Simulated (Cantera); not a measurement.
A closed system holds: 1 mol n-butane, 2.7 mol CO₂, 1.4 mol N₂, equilibrated at 300 °C and 13.3 mbar.

These are equilibrium values from Cantera (NASA tables, ideal gas, pure condensed phases), not measurements of a reactor. Candidate condensed phases: C, C₆H₆, C₇H₈, C₈H₁₈, H₂O; 136 gas species. Rates play no part.

Base state: H₂O 0.362, N₂ 0.194, CO₂ 0.191, H₂ 0.171, CH₄ 0.0796, CO 0.00221, NH₃ 2.78e-5 (mole fractions); condensed: C(graphite).

What changes in the equilibrium state with this change: temperature from 300 °C to 552 °C?


```csv
species,before,after
H₂,0.171,0.435
CO,0.00221,0.339
N₂,0.194,0.130
H₂O,0.362,0.0248
CH₄,0.0796,0.00228
CO₂,0.191,0.0690
NH₃,2.78e-5,3.23e-6
"C(graphite), mol",4.73,2.28
```

What changes in the equilibrium state with this change: temperature from 300 °C to 2600 °C?


```
species            before    after
----------------  -------  -------
CO                0.00221    0.372
H                   <1e-9    0.353
H₂                  0.171    0.150
H₂O                 0.362  8.17e-9
CO₂                 0.191  2.84e-9
HCN                 <1e-9   0.0179
CH₄                0.0796  2.70e-8
N₂                  0.194   0.0841
C₂H₂ (acetylene)    <1e-9  0.00635
C₃                  <1e-9  0.00569
C(graphite), mol     4.73    0.400
```
